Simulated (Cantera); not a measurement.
Source: NASA polynomial tables (part measured, part estimated), evaluated in Cantera. Values are per mole of reaction as written; species without (g) are pure solids or liquids, kept so even where they would boil at 1 bar.

Question: Between 300 and 1573 K, where is each reaction favourable under standard conditions?
- 4 NO(g) + V = 2 N2O(g) + VO2(g)

Answer: 
- 4 NO(g) + V = 2 N2O(g) + VO2(g): ΔG° is -385 kJ at 300 K and -162 kJ at 1573 K; it stays negative (K > 1). ΔH° is -439 kJ and ΔS° -176 J/K at 1573 K.
